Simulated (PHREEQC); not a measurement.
**Hard or scaling water: an equilibrium model**

Consider water at 25 °C with 12 mmol/kgw CaSO4 and 0.99 mmol/kgw NaF. Closed to the air; pH follows from the charge balance.

Equilibrium calculation in PHREEQC: ion-association model, wateq4f.dat.

```
Property                Result
--------------  --------------
pH                        7.17
ionic strength  0.0343 mol/kgw
```

```csv
species,molality,activity,log γ
SO4-2,0.00833,0.00426,-0.291
Ca+2,0.00832,0.00432,-0.284
CaSO4,0.00365,0.00368,0.003
Na+,0.000969,0.000818,-0.073
F-,0.000954,0.000798,-0.078
CaF+,3.54e-5,3.00e-5,-0.071
NaSO4-,2.06e-5,1.75e-5,-0.071
NaF,3.73e-7,3.76e-7,0.003
OH-,1.79e-7,1.50e-7,-0.078
HF,7.95e-8,8.01e-8,0.003
H+,7.70e-8,6.69e-8,-0.061
HSO4-,3.29e-8,2.77e-8,-0.074
CaOH+,1.26e-8,1.07e-8,-0.069
CaHSO4+,1.71e-9,1.44e-9,-0.074
```

No solid was allowed to form. Examples of supersaturated solids here: Fluorite. Others may be too. Species that the database lacks are ignored.
